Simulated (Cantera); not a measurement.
A closed system holds: 1 mol trisilylamine, 3.1 mol N₂, 4.7 mol H₂, at 2073 K and 133 Pa.

These are equilibrium values from Cantera (NASA tables, ideal gas, pure condensed phases), not measurements of a reactor. Candidate condensed phases: Si, Si₃N₄; 18 gas species. The feed counts by its element totals alone. The tables' values for SiN are old estimates; treat these amounts as uncertain. Gases not in the tables: Si₂H₆ and higher silanes. The numbers say what is thermodynamically allowed, not how fast it happens.

Base state: H₂ 0.614, N₂ 0.251, Si 0.0748, H 0.0565, SiH 0.00123, Si₂ 0.000918, Si₂N 0.000370, SiN 0.000301 (mole fractions); condensed: Si(l).

Task: What changes in the equilibrium state with this change: temperature from 2073 K to 1975 K?

Result: 
```csv
species,before,after
H₂,0.614,0.674
N₂,0.251,0.270
H,0.0565,0.0308
Si,0.0748,0.0242
Si₂,0.000918,0.000236
Si₃,0.000190,5.13e-5
SiN,0.000301,0.000127
SiH,0.00123,0.000523
Si₂N,0.000370,0.000171
"Si(l), mol",1.86,2.65
```

Task: What changes in the equilibrium state with this change: temperature from 2073 K to 1398 K?

Result: 
```json
[
 {"species": "H₂", "before": "0.614", "after": "0.852"},
 {"species": "N₂", "before": "0.251", "after": "0.148"},
 {"species": "H", "before": "0.0565", "after": "0.000120"},
 {"species": "Si", "before": "0.0748", "after": "5.36e-8"},
 {"species": "Si₂", "before": "0.000918", "after": "<1e-9"},
 {"species": "Si₂N", "before": "0.000370", "after": "<1e-9"},
 {"species": "SiN", "before": "0.000301", "after": "1.54e-9"},
 {"species": "Si₃", "before": "0.000190", "after": "<1e-9"},
 {"species": "SiH", "before": "0.00123", "after": "9.10e-9"},
 {"species": "Si(l), mol", "before": "1.86", "after": "0"},
 {"species": "Si₃N₄(s), mol", "before": "0", "after": "1.00"}
]
```
